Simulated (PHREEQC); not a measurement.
Make-up at 65 °C: 0.083 mol HF, 0.3 mol NH4HF2, 3e-05 mol H4SiO4 and 0.0071 mol H2SO4 per kg of water. Closed to the air; pH follows from the charge balance.

Equilibrium calculation in PHREEQC: ion-association model, phreeqc.dat.

Precipitation was switched off in this run.

Task: Order these S species by the share of S that they hold, largest first: NH4SO4-, HSO4-, SO4-2.

Result: SO4-2 (55 %), NH4SO4- (41 %), HSO4- (4.1 %)

Task: Order these F species by the share of F that they hold, largest first: F-, HF2-, HF.

Result: HF2- (43 %), HF (36 %), F- (20 %)

The pH is 3.05 and the ionic strength 0.302 mol/kgw. Complexes and solids missing from the database can't appear. Constants without temperature data keep their 25 °C values here. SiF6-2 is the database's only silicon fluoride.
